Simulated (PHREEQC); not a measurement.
1 kg of water holding 0.019 mol KOH and 0.32 mol Na2CO3 meets 20 L of dry gas (H2 1 by moles) at fixed total pressure, at 60 °C; fugacities by Peng-Robinson. The gases take part in no redox reaction, some water evaporates into the gas, and hydrates or a liquid gas phase aren't modelled. Precipitation was switched off in this run.

All values are PHREEQC results (ion-association model, phreeqc.dat), not measurements.

### Question
Predict dissolved H2 (mol/kgw) at P (atm) = 5, 10, 50.

### Answer
```json
[
 {"P (atm)": "5", "dissolved H2 (mol/kgw)": "0.00316"},
 {"P (atm)": "10", "dissolved H2 (mol/kgw)": "0.00642"},
 {"P (atm)": "50", "dissolved H2 (mol/kgw)": "0.0316"}
]
```

Away from 25 °C the constants follow the database's enthalpies or fits; those with neither stay at their 25 °C values.
